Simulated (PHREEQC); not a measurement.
1 kg of water holding 0.0043 mol/kgw MgCl2, 0.0038 mol/kgw MgSO4, 0.038 mol/kgw NaHCO3 and 0.31 mol/kgw NaCl is evaporated at 25 °C; the solids stay in contact with the brine. CO2 is held at log p = -3.4 (atm). Only these solids could form: Bischofite, Bloedite, Brucite, Burkeite, Epsomite, Halite, Hexahydrite, Kieserite, Magnesite, Mirabilite, Nahcolite, Natron, Thenardite, Trona, MgCl2_4H2O.

Model: Pitzer model, pitzer.dat, run in PHREEQC.

Question: Predict ionic strength at water left (kg) = 0.1159, 0.0201.

Answer: 
```
water left (kg)  ionic strength
---------------  --------------
0.1159                     3.11
0.0201                     7.61
```
